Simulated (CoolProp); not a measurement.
Values from CoolProp's reference Helmholtz-energy equation of state, Lemmon 2003. It is a pseudo-pure fit of the blend.

**Question.** For R410A, give the phase and the cp (kJ/(kg K)), speed of sound (m/s), viscosity (µPa s), conductivity (mW/(m K)) at -58.15 °C and 4.09 MPa.

**Answer.** 
- -58.15 °C and 4.09 MPa: liquid; cp 1.35, speed of sound 879, viscosity 339, conductivity 140

Viscosity comes from a separate model (Geller 2000). Thermal conductivity comes from a separate model (Geller 2001).
